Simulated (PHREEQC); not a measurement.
A solution holds 0.021 mol/kgw ZnSO4, 0.032 mol/kgw ZnCl2 and 0.0053 mol/kgw HCl, at 25 °C. Closed to the air; pH follows from the charge balance.

All values are PHREEQC results (ion-association model, wateq4f.dat), not measurements.

```tsv
quantity	before	after
pH	2.48	2.50
ionic strength (mol/kgw)	0.136	0.126
Cl- (mol/kgw)	0.0665	0.0676
Zn+2 (mol/kgw)	0.0399	0.0227
ZnSO4 (mol/kgw)	0.00970	0.00707
SO4-2 (mol/kgw)	0.00868	0.0106
SI of Goslarite (ZnSO4:7H2O)	-2.42	-2.56
SI of Zincite(c) (ZnO)	-8.01	-8.20
```

**Question.** Name the change that produced these shifts.
A. ZnSO4 replaced by Li2SO4 at the same molality
B. diluted 10-fold with water
C. temperature from 25 to 55 °C
D. HCl from 0.0053 to 0.00053 mol/kgw

**Answer.** A, ZnSO4 replaced by Li2SO4 at the same molality

Precipitation was switched off in this run.
